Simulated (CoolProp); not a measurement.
Vapour-liquid equilibrium of CH2F2 (R32) (1) + R236EA (2) at 283.4 K; x and y are mole fractions of (1).

Computed with CoolProp (multi-fluid Helmholtz-energy mixture model, Tillner-Roth 1997 and Rui 2013; pair parameters Bell 2016).

**Question.** Give the bubble pressure and the first vapour's composition at x = 0.35, 0.55, 0.65. Is there an azeotrope?

**Answer.** x = 0.35: 0.4177 MPa, y = 0.792; x = 0.55: 0.6124 MPa, y = 0.895; x = 0.65: 0.7161 MPa, y = 0.927. No azeotrope shows between x = 0.05 and 0.95.

Pair parameters are fitted to limited data, so mixtures are less certain than the pure fluids.
